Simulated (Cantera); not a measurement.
A perfectly stirred reactor is fed with H₂ : O₂ : N₂ = 0.064 : 1 : 0.65 (molar parts), equivalence ratio 0.032, at 0.0132 atm; it is held at 1200 K, and followed from long to short residence time.

Computed with Cantera and GRI-Mech 3.0 (53 species, 325 reactions). Radical loss at walls, strong at low pressure, is not modelled. The temperature is held fixed by assumption; the heat of reaction is taken as removed at once.

Q: What does this change do: temperature 1200 to 1398 K?

A: 
```csv
quantity,before,after
x(H₂) at τ = 0.480 s,0.000269,0.000275
x(O₂) at τ = 0.480 s,0.571,0.568
x(OH) at τ = 0.480 s,0.00119,0.00248
x(H₂O₂) at τ = 0.480 s,5.74e-8,2.70e-8
x(NO) at τ = 0.480 s,1.30e-7,4.62e-7
x(H₂) at τ = 11.0 ms,0.00225,0.00140
x(O₂) at τ = 11.0 ms,0.560,0.555
x(OH) at τ = 11.0 ms,0.00292,0.00453
x(H₂O₂) at τ = 11.0 ms,8.81e-8,4.08e-8
x(NO) at τ = 11.0 ms,1.07e-7,1.37e-7
```
